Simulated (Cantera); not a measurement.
A perfectly stirred reactor is fed with NH3 : H2 = 1 : 7.2 (molar parts), at 17.3 Torr; it is held at 2273 K, and followed from long to short residence time.

Computed with Cantera and the gas-phase N/H chemistry of the illustrative SiF4/NH3 mechanism in the Surface Chemkin manual (1991). Walls and surfaces, which speed up NH3 decomposition in real reactors, are not modelled.

x: mole fraction; the columns are a selection and need not sum to one.

```csv
τ (s),x NH3,x H2,x N2H4,x N2H2,x NH2,x N2,x N
0.97,0.00702,0.935,4.48e-11,1.41e-7,0.000171,0.0509,___
0.40,0.0230,0.928,1.78e-10,3.82e-7,0.000341,0.0438,___
0.16,0.0487,0.915,4.59e-10,7.91e-7,0.000547,0.0323,7.43e-6
0.067,0.0765,0.900,8.12e-10,1.24e-6,0.000728,0.0198,7.00e-6
0.027,0.0996,0.888,1.09e-9,1.53e-6,0.000844,0.00947,___
0.011,0.113,0.881,1.12e-9,1.45e-6,0.000855,0.00352,___
0.0046,0.119,0.878,8.27e-10,9.25e-7,0.000734,0.000895,___
0.0019,0.121,0.877,3.20e-10,2.54e-7,0.000457,9.29e-5,___
0.00076,0.122,0.878,6.13e-11,2.97e-8,0.000200,3.86e-6,___
0.00031,0.122,0.878,1.05e-11,3.51e-9,8.27e-5,1.56e-7,___
0.00013,0.122,0.878,1.87e-12,5.03e-10,3.50e-5,6.92e-9,2.89e-10
```

**Question.** Fill in the missing entries.

**Answer.** 
- 0.97, x N: 1.13e-5
- 0.40, x N: 8.26e-6
- 0.027, x N: 6.37e-6
- 0.011, x N: 5.14e-6
- 0.0046, x N: 2.96e-6
- 0.0019, x N: 6.99e-7
- 0.00076, x N: 5.87e-8
- 0.00031, x N: 4.06e-9
